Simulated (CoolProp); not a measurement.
R113 at several states: Z from the reference equation and from simpler models built on Tc = 214.1 °C, pc = 33.92 bar, ω = 0.253; each cubic takes its own stable root.

Model: reference Helmholtz-energy equation of state, Marx 1992, in CoolProp.

| T (°C) | p (bar) | phase | reference |
|---|---|---|---|
| 202.95 | 113 | liquid | 0.4654 |
| 28.65 | 0.12 | gas | 0.9944 |
| 33.95 | 0.11 | gas | 0.9951 |
| 75.45 | 0.165 | gas | 0.9952 |
| 198.15 | 4.91 | gas | 0.9434 |
| 190.45 | 62.4 | liquid | 0.2713 |

Question: How far does each simpler model (Redlich-Kwong, Soave-Redlich-Kwong, Peng-Robinson) lie from the reference over these 6 states: mean and median of the absolute difference, and the worst?

Answer: 
- Redlich-Kwong: mean 4.0 %, median 0.1 %, worst +14.3 % at 190.45 °C and 62.4 bar
- Soave-Redlich-Kwong: mean 3.5 %, median 0.1 %, worst +12.2 % at 190.45 °C and 62.4 bar
- Peng-Robinson: mean 0.6 %, median 0.1 %, worst -2.7 % at 202.95 °C and 113 bar
